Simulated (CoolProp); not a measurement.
Vapour-liquid equilibrium of benzene (1) + octamethylcyclotetrasiloxane (D4) (2) at 408.2 K; x and y are mole fractions of (1).

Model: multi-fluid Helmholtz-energy mixture model, Thol 2012 and Thol 2015; pair parameters Bell 2016, in CoolProp.

| x | bubble pressure, mixture model (kPa) | bubble pressure, Raoult's law (kPa) | y, mixture model | y, Raoult's law |
|---|---|---|---|---|
| 0.05 | 45.80 | 51.14 | … | 0.415 |
| 0.125 | 70.10 | 80.60 | 0.596 | 0.658 |
| 0.2 | 96.73 | 110.1 | 0.729 | 0.771 |
| 0.275 | 124.6 | 139.5 | 0.807 | 0.836 |
| 0.35 | 153.1 | 169.0 | … | 0.879 |
| 0.425 | 181.7 | 198.4 | 0.892 | 0.909 |
| 0.5 | … | 227.9 | 0.917 | 0.931 |
| 0.575 | … | 257.3 | 0.937 | 0.948 |
| 0.65 | 269.4 | 286.8 | 0.953 | 0.962 |
| 0.725 | 300.3 | 316.2 | 0.967 | 0.973 |
| 0.8 | 332.8 | 345.7 | … | 0.982 |
| 0.875 | 366.8 | 375.1 | … | 0.990 |
| 0.95 | 401.6 | 404.6 | 0.996 | 0.996 |

Fill in the missing entries.


- 0.05, y, mixture model: 0.338
- 0.35, y, mixture model: 0.857
- 0.5, bubble pressure, mixture model (kPa): 210.5
- 0.575, bubble pressure, mixture model (kPa): 239.6
- 0.8, y, mixture model: 0.978
- 0.875, y, mixture model: 0.988

The largest gap from Raoult's law is -13.0 % in bubble pressure, at x = 0.125. No azeotrope shows between x = 0.05 and 0.95.

The pair parameters rest on a limited set of measurements; away from them the model extrapolates.
